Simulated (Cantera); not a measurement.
**Low-pressure radical oxidation in H2/O2**

An isothermal, constant-pressure homogeneous reactor starts with 4.53 % H2, 23.9 % O2, 71.6 % N2, at 1325 K and 2670 Pa.

Detailed kinetics in Cantera: the H2/O2 subset of GRI-Mech 3.0, which has no nitrogen chemistry. Radical loss at walls, strong at low pressure, is not modelled. The temperature is held fixed by assumption; the heat of reaction is taken as removed at once.

```json
[
 {"t (s)": "1.00e-5", "x H2": "0.0453", "x O2": "0.239", "x HO2": "1.69e-9", "x H2O2": "<1e-12", "x H": "1.56e-9"},
 {"t (s)": "3.03e-5", "x H2": "0.0453", "x O2": "0.239", "x HO2": "5.12e-9", "x H2O2": "1.53e-12", "x H": "4.33e-9"},
 {"t (s)": "9.20e-5", "x H2": "0.0453", "x O2": "0.239", "x HO2": "1.55e-8", "x H2O2": "1.39e-11", "x H": "1.46e-8"},
 {"t (s)": "0.000279", "x H2": "0.0453", "x O2": "0.239", "x HO2": "4.75e-8", "x H2O2": "1.22e-10", "x H": "1.54e-7"},
 {"t (s)": "0.000847", "x H2": "0.0451", "x O2": "0.239", "x HO2": "4.64e-7", "x H2O2": "1.55e-9", "x H": "9.44e-5"},
 {"t (s)": "0.00257", "x H2": "0.00189", "x O2": "0.209", "x HO2": "1.80e-6", "x H2O2": "8.15e-8", "x H": "0.0121"},
 {"t (s)": "0.00779", "x H2": "0.00163", "x O2": "0.210", "x HO2": "1.78e-6", "x H2O2": "8.23e-8", "x H": "0.00954"},
 {"t (s)": "0.0236", "x H2": "0.00110", "x O2": "0.214", "x HO2": "1.70e-6", "x H2O2": "8.32e-8", "x H": "0.00487"},
 {"t (s)": "0.0717", "x H2": "0.000377", "x O2": "0.218", "x HO2": "1.28e-6", "x H2O2": "6.60e-8", "x H": "0.000908"},
 {"t (s)": "0.217", "x H2": "5.81e-5", "x O2": "0.220", "x HO2": "4.97e-7", "x H2O2": "2.93e-8", "x H": "5.36e-5"},
 {"t (s)": "0.659", "x H2": "7.61e-6", "x O2": "0.221", "x HO2": "1.08e-7", "x H2O2": "8.63e-9", "x H": "2.54e-6"},
 {"t (s)": "2.00", "x H2": "1.31e-6", "x O2": "0.221", "x HO2": "2.52e-8", "x H2O2": "2.35e-9", "x H": "1.83e-7"}
]
```
x: mole fraction; the columns are a selection and need not sum to one.

Equilibrium at this temperature and pressure: H2 8.16e-8, O2 0.221, HO2 1.35e-8, H2O2 2.36e-10, H 2.88e-9 (gas phase only).
